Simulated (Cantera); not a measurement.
Feed: 1 mol PbO, 0.33 mol CH4, 0.46 mol CO, at 32.0 Pa.

Cantera equilibrium calculation (NASA polynomials, part measured and part estimated; ideal gas, pure solids and liquids). Candidate condensed phases: C, C6H6, C7H8, C8H18, H2O, Pb, PbO, PbO2, Pb3O4; 113 gas species. Rates play no part.

log p: log10 of the partial pressure in bar; n: condensed amount in mol.

| T (K) | log p Pb | log p H | log p CO2 | log p H2 | log p CO | log p H2O | log p O | log p OH | log p O2 | n Pb(l) |
|---|---|---|---|---|---|---|---|---|---|---|
| 873 | -6.20 | -12.34 | -4.00 | -4.01 | -4.13 | -4.32 | <-15 | <-15 | <-15 | 0.997 |
| 1023 | -4.57 | -10.44 | -4.10 | -4.12 | -4.09 | -4.25 | <-15 | -13.15 | <-15 | 0.868 |
| 1173 | -3.88 | -9.11 | -4.35 | -4.36 | -4.23 | -4.37 | <-15 | -11.28 | <-15 | 0 |
| 1323 | -3.88 | -8.00 | -4.39 | -4.41 | -4.20 | -4.33 | -13.38 | -9.76 | -13.62 | 0 |
| 1473 | -3.88 | -7.12 | -4.43 | -4.44 | -4.18 | -4.30 | -11.29 | -8.56 | -11.48 | 0 |
| 1623 | -3.88 | … | -4.46 | -4.48 | -4.16 | -4.28 | … | … | … | 0 |
| 1773 | -3.89 | … | -4.48 | -4.51 | -4.15 | -4.27 | … | … | … | 0 |
| 1923 | -3.89 | -5.30 | -4.51 | -4.54 | -4.15 | -4.27 | -6.97 | -6.09 | -7.06 | 0 |
| 2073 | -3.90 | -4.87 | -4.55 | -4.59 | -4.14 | -4.31 | -5.97 | -5.54 | -6.06 | 0 |
| 2223 | -3.93 | -4.51 | -4.68 | -4.63 | -4.14 | -4.45 | -5.20 | -5.16 | -5.40 | 0 |
| 2373 | -3.98 | -4.22 | -4.98 | -4.73 | -4.14 | -4.80 | -4.70 | -5.04 | -5.16 | 0 |
| 2523 | -4.03 | -4.05 | -5.41 | -4.99 | -4.15 | -5.45 | -4.43 | -5.18 | -5.27 | 0 |
| 2673 | -4.06 | -3.98 | -5.92 | -5.39 | -4.17 | -6.32 | -4.31 | -5.52 | -5.63 | 0 |

Complete the blanks.


- 1623, log p H: -6.40
- 1623, log p O: -9.59
- 1623, log p OH: -7.58
- 1623, log p O2: -9.73
- 1773, log p H: -5.80
- 1773, log p O: -8.17
- 1773, log p OH: -6.77
- 1773, log p O2: -8.28
